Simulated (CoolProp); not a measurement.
CF4 (R14) at 293.15 K and 0.154 MPa flows at 22 m/s in a round tube of 6 mm bore and 1.5 µm roughness, fully developed (64/Re and Nu = 3.66 if laminar; Colebrook and Gnielinski if turbulent). Each further row changes one setting.

Computed with CoolProp (reference Helmholtz-energy equation of state, Platzer 1990). This equation is an older, rougher fit.

```json
[
 {"case": "as stated", "Reynolds number": "43400", "Darcy friction factor": "0.0224", "pressure drop (Pa/m)": "5050", "heat-transfer coefficient (W/(m² K))": "263", "mass flow (kg/h)": "(withheld)"},
 {"case": "velocity 44 m/s", "Reynolds number": "86800", "Darcy friction factor": "0.0197", "pressure drop (Pa/m)": "(withheld)", "heat-transfer coefficient (W/(m² K))": "464", "mass flow (kg/h)": "25.1"},
 {"case": "diameter 12 mm", "Reynolds number": "86800", "Darcy friction factor": "0.0191", "pressure drop (Pa/m)": "2160", "heat-transfer coefficient (W/(m² K))": "225", "mass flow (kg/h)": "(withheld)"}
]
```

### Question
Fill in the missing entries.

### Answer

- as stated, mass flow (kg/h): 12.5
- velocity 44 m/s, pressure drop (Pa/m): 17800
- diameter 12 mm, mass flow (kg/h): 50.1

Viscosity comes from a separate model (Huber 2003), an estimate that may be off by 10 % or more. Thermal conductivity comes from a separate model (Huber 2003), an estimate that may be off by 10 % or more.
